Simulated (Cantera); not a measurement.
A freely propagating, adiabatic, planar premixed flame of H2 : O2 : N2 = 1 : 0.61 : 2.29 (molar parts), unburnt at 573 K and 100.0 Torr; mixture-averaged transport, grid criteria slope 0.08 and curve 0.16, no radiation.

Computed with Cantera and the H2/O2 subset of GRI-Mech 3.0, which has no nitrogen chemistry. Burning velocities carry a grid error of a few per cent, more on coarse grids.

x: mole fraction of selected species; z is measured from the peak of heat release.

| z (mm) | T (K) | u (m/s) | x H2 | x O2 | x H | x H2O | x O | x HO2 |
|---|---|---|---|---|---|---|---|---|
| -19.1 | 573 | 4.90 | 0.256 | 0.156 | <1e-8 | <1e-8 | <1e-8 | <1e-8 |
| -12.7 | 573 | 4.90 | 0.256 | 0.156 | <1e-8 | <1e-8 | <1e-8 | <1e-8 |
| -9.54 | 573 | 4.90 | 0.256 | 0.156 | <1e-8 | <1e-8 | <1e-8 | <1e-8 |
| -6.36 | 573 | 4.90 | 0.256 | 0.156 | 7.96e-8 | 1.61e-8 | <1e-8 | 2.71e-7 |
| -3.18 | 580 | 4.96 | 0.255 | 0.156 | 0.000222 | 0.000468 | 6.76e-6 | 5.71e-5 |
| -1.59 | [?] | 5.96 | [?] | 0.153 | [?] | [?] | [?] | [?] |
| 0 | 1092 | 8.93 | 0.111 | 0.109 | 0.0528 | 0.105 | 0.00756 | 1.67e-5 |
| 1.59 | 1360 | 11.0 | 0.0360 | 0.0586 | 0.0691 | 0.191 | 0.0165 | 7.74e-6 |
| 3.18 | [?] | 11.9 | 0.0320 | 0.0521 | [?] | 0.202 | 0.0173 | [?] |
| 6.36 | 1620 | 12.9 | 0.0320 | 0.0487 | 0.0480 | 0.210 | 0.0162 | 4.54e-6 |
| 12.7 | 1772 | 13.9 | 0.0306 | 0.0452 | 0.0352 | 0.221 | 0.0141 | 3.41e-6 |
| 25.4 | 1926 | 15.0 | 0.0273 | 0.0418 | 0.0236 | 0.232 | 0.0112 | 2.50e-6 |
| 50.9 | 2069 | 15.9 | 0.0222 | 0.0386 | 0.0143 | 0.245 | 0.00817 | 1.87e-6 |

Question: Some entries are withheld; supply them.

Answer: 
- -1.59, T (K): 706
- -1.59, x H2: 0.233
- -1.59, x H: 0.00702
- -1.59, x H2O: 0.0116
- -1.59, x O: 0.000226
- -1.59, x HO2: 3.89e-5
- 3.18, T (K): 1482
- 3.18, x H: 0.0603
- 3.18, x HO2: 5.87e-6
